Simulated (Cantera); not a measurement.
**Silicon etching in halogen gases: Si + F₂ + NF₃**

Input: 1 mol Si, 0.68 mol F₂, a varied amount of NF₃, equilibrated at 1373.15 K and 0.133 bar.

Equilibrium computed with Cantera from the NASA thermochemical tables; the gas is ideal and each condensed phase is pure. Candidate condensed phases: Si, Si₃N₄; 16 gas species. The tables' values for SiF₃, SiF₂ are old estimates; treat these amounts as uncertain. Equilibrium is a limit: real reactors are often held back by kinetics, nucleation or transport.

At 0.67 mol NF₃ the condensed part is Si₃N₄(s). From 1.3 mol NF₃ to 5.7 mol NF₃ nothing is condensed. The main Si-bearing gas is SiF₄ throughout.

| n(NF₃) (mol) | x SiF₄ | x F | x N₂ | x F₂ | x SiF₃ | x SiF₂ | n Si₃N₄(s) |
|---|---|---|---|---|---|---|---|
| 0.67 | 0.774 | <1e-12 | 0.215 | <1e-12 | 0.0105 | 0.000104 | 0.0515 |
| 1.3 | 0.347 | 0.416 | 0.226 | 0.0107 | <1e-12 | <1e-12 | 0 |
| 1.9 | 0.204 | 0.582 | 0.194 | 0.0209 | <1e-12 | <1e-12 | 0 |
| 2.6 | 0.138 | 0.657 | 0.179 | 0.0266 | <1e-12 | <1e-12 | 0 |
| 3.2 | 0.108 | 0.691 | 0.172 | 0.0294 | <1e-12 | <1e-12 | 0 |
| 3.8 | 0.0884 | 0.712 | 0.168 | 0.0313 | <1e-12 | <1e-12 | 0 |
| 4.5 | 0.0732 | 0.729 | 0.165 | 0.0328 | <1e-12 | <1e-12 | 0 |
| 5.1 | 0.0638 | 0.740 | 0.163 | 0.0338 | <1e-12 | <1e-12 | 0 |
| 5.7 | 0.0565 | 0.748 | 0.161 | 0.0345 | <1e-12 | <1e-12 | 0 |
x: gas mole fraction; n: condensed amount in mol.
